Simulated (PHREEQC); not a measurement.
Consider water at 15 °C with 0.028 mol/kgw H2SO4 and 9.8e-05 mol/kgw NiSO4. Closed to the air; pH follows from the charge balance.

The numbers come from PHREEQC with the ion-association model, wateq4f.dat.

Precipitation was switched off in this run.

Problem. Order these S species by the share of S that they hold, largest first: SO4-2, NiSO4, HSO4-.

Solution. HSO4- (60 %), SO4-2 (40 %), NiSO4 (0.10 %)

The pH is 1.48 and the ionic strength 0.0506 mol/kgw.
